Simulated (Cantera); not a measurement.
An isothermal, constant-pressure homogeneous reactor starts with CH4 : CO2 = 1 : 0.58 (molar parts), at 1550 K and 0.109 atm. Integrator tolerance rtol = 1e-08.

Computed with Cantera and GRI-Mech 3.0 (53 species, 325 reactions). GRI-Mech 3.0 stops at C3 and has no aromatics, soot or wall deposition, so with more carbon than oxygen in the feed, carbon stays in small species such as C2H2 where larger ones or solid carbon would form.

Problem. What does this change do: pressure from 0.109 atm to 1.00 atm?

Solution. 
| quantity | before | after |
|---|---|---|
| x(CH4) at 20.0 s | 0.0191 (gas-phase equilibrium 0.00584) | 0.0451 (gas-phase equilibrium 0.0411) |
| x(CO2) at 20.0 s | 0.0158 (gas-phase equilibrium 7.66e-8) | 0.00662 (gas-phase equilibrium 8.77e-7) |
| x(H2O2) at 20.0 s | <1e-12 (gas-phase equilibrium <1e-12) | <1e-12 (gas-phase equilibrium <1e-12) |
| x(CH2) at 20.0 s | 1.01e-8 (gas-phase equilibrium 1.70e-9) | 2.03e-9 (gas-phase equilibrium 1.39e-9) |
| x(C2H) at 20.0 s | 3.59e-8 (gas-phase equilibrium 2.05e-8) | 6.80e-9 (gas-phase equilibrium 4.93e-9) |
| x(CO) at 20.0 s | 0.305 (gas-phase equilibrium 0.369) | 0.359 (gas-phase equilibrium 0.384) |
| x(C2H2) at 20.0 s | 0.105 (gas-phase equilibrium 0.0633) | 0.0601 (gas-phase equilibrium 0.0447) |

Problem. What does this change do: CO2 0.58 to 0.26 parts?

Solution. 
```tsv
quantity	before	after
x(CH4) at 20.0 s	0.0191 (gas-phase equilibrium 0.00584)	0.0199 (gas-phase equilibrium 0.0106)
x(CO2) at 20.0 s	0.0158 (gas-phase equilibrium 7.66e-8)	0.00351 (gas-phase equilibrium 1.75e-8)
x(H2O2) at 20.0 s	<1e-12 (gas-phase equilibrium <1e-12)	<1e-12 (gas-phase equilibrium <1e-12)
x(CH2) at 20.0 s	1.01e-8 (gas-phase equilibrium 1.70e-9)	8.01e-9 (gas-phase equilibrium 2.71e-9)
x(C2H) at 20.0 s	3.59e-8 (gas-phase equilibrium 2.05e-8)	4.95e-8 (gas-phase equilibrium 4.31e-8)
x(CO) at 20.0 s	0.305 (gas-phase equilibrium 0.369)	0.179 (gas-phase equilibrium 0.209)
x(C2H2) at 20.0 s	0.105 (gas-phase equilibrium 0.0633)	0.161 (gas-phase equilibrium 0.142)
```
